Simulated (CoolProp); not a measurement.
The fluid at 269.37 K and 20.4 MPa (liquid) is heated at constant pressure to 378.9 K. The same conditions are run with several fluids, on thermodynamics alone (safety and materials aside).

Computed with CoolProp (reference Helmholtz-energy equation of state of each fluid (carbonyl sulfide: Lemmon 2006; ethylene: Smukala 2000; R1233zd(E): Akasaka 2022; n-decane: Lemmon 2006; R1224YDZ: Akasaka 2023)).

```json
[
 {"fluid": "carbonyl sulfide", "heat (kJ/kg)": "[?]", "final phase": "supercritical", "final density (kg/m³)": "847"},
 {"fluid": "ethylene", "heat (kJ/kg)": "[?]", "final phase": "supercritical", "final density (kg/m³)": "[?]"},
 {"fluid": "R1233zd(E)", "heat (kJ/kg)": "[?]", "final phase": "liquid", "final density (kg/m³)": "[?]"},
 {"fluid": "n-decane", "heat (kJ/kg)": "[?]", "final phase": "liquid", "final density (kg/m³)": "[?]"},
 {"fluid": "R1224YDZ", "heat (kJ/kg)": "[?]", "final phase": "liquid", "final density (kg/m³)": "1240"}
]
```

### Question
Complete the blanks.

### Answer

- carbonyl sulfide, heat (kJ/kg): 141
- ethylene, heat (kJ/kg): 324
- ethylene, final density (kg/m³): 258
- R1233zd(E), heat (kJ/kg): 129
- R1233zd(E), final density (kg/m³): 1150
- n-decane, heat (kJ/kg): 249
- n-decane, final density (kg/m³): 686
- R1224YDZ, heat (kJ/kg): 125
